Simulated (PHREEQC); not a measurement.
0.03 g of hydrous ferric oxide (600 m²/g; 0.2 weak and 0.005 strong sites per Fe, Dzombak-Morel constants, diffuse double layer) in 1 kg of water with 0.01 mol/kgw of an inert sodium salt and 2.1e-06 mol Ag2SO4 and 5.7e-07 mol PbCl2, at 25 °C; the pH is set by adding NaOH or the inert anion's acid. Oxygen alone is held at its pressure in air (log pO2 = -0.68). The system is closed to CO2. Nothing may precipitate in this run.

Computed with PHREEQC (ion-association model, wateq4f.dat).

```csv
pH,S sorbed (%),Ag sorbed (%),Pb sorbed (%),surface charge σ (C/m²),surface potential ψ (mV)
4,99.6,0.0,13.1,0.203,182
4.5,98.8,0.0,50.4,0.150,167
5.5,83.1,0.4,97.9,0.072,129
6,50.3,1.3,99.7,0.048,108
7,2.5,9.1,100.0,0.017,61
7.5,0.3,16.4,100.0,0.008,34
8.5,0.0,30.1,100.0,-0.005,___
9,0.0,40.5,100.0,-0.013,-48
10,0.0,77.7,100.0,-0.039,-99
10.5,0.0,___,100.0,-0.062,-121
11.5,0.0,___,100.0,-0.145,-157
12,0.0,98.0,99.6,-0.218,-166
```

Q: What belongs in the gaps?

A: 
- 8.5, surface potential ψ (mV): -21
- 10.5, Ag sorbed (%): 90.5
- 11.5, Ag sorbed (%): 98.1
